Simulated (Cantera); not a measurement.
# Stirred combustor or abatement burner

A perfectly stirred reactor is fed with 4.75 % CH4, 0.522 % CO, 15.0 % O2, 79.7 % N2, equivalence ratio 0.65, at 1.00 bar; it is adiabatic with a 550 K inlet, and is followed from long to short residence time, starting on the burning branch (τ in s: 0.048, 0.023, 0.011, 0.0052, 0.0025, 0.0012, 0.00057, 0.00027, 0.00013, 6.3e-05, 3e-05, 1.4e-05, 6.9e-06).

Model: GRI-Mech 3.0 (53 species, 325 reactions), integrated in Cantera.

```
τ (s)    T (K)     x CH4      x CO    x O2   x CH2O     x C2H   x H2O
-------  -----  --------  --------  ------  -------  --------  ------
0.048     1663   2.12e-5  0.000638  0.0527  2.20e-6  1.39e-12  0.0943
0.023     1657   3.37e-5   0.00104  0.0528  3.62e-6  2.34e-12  0.0940
0.011     1647   5.42e-5   0.00168  0.0531  5.92e-6  3.80e-12  0.0936
0.0052    1632   8.90e-5   0.00273  0.0536  9.72e-6  6.13e-12  0.0929
0.0025    1610  0.000149   0.00435  0.0545  1.59e-5  9.99e-12  0.0920
0.0012    1578  0.000267   0.00699  0.0561  2.69e-5  1.75e-11  0.0908
0.00057   1525  0.000562    0.0117  0.0592  5.09e-5  3.63e-11  0.0890
0.00027    550    0.0475   0.00522   0.150   <1e-12    <1e-12  <1e-12
0.00013    550    0.0475   0.00522   0.150   <1e-12    <1e-12  <1e-12
6.3e-5     550    0.0475   0.00522   0.150   <1e-12    <1e-12  <1e-12
3.0e-5     550    0.0475   0.00522   0.150   <1e-12    <1e-12  <1e-12
1.4e-5     550    0.0475   0.00522   0.150   <1e-12    <1e-12  <1e-12
6.9e-6     550    0.0475   0.00522   0.150   <1e-12    <1e-12  <1e-12
```
x: mole fraction; the columns are a selection and need not sum to one.
